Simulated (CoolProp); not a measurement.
The numbers come from the reference Helmholtz-energy equation of state, Zhou 2011 in CoolProp.

Q: Give the vapour pressure (kPa), liquid density (kg/m³), vapour density (kg/m³), liquid cp (kJ/(kg K)) of saturated dimethyl carbonate at 414.8 K.

A: 
```
T (K)  p (kPa)  liquid density (kg/m³)  vapour density (kg/m³)  liquid cp (kJ/(kg K))
-----  -------  ----------------------  ----------------------  ---------------------
414.8      413                     896                    11.7                   2.11
```
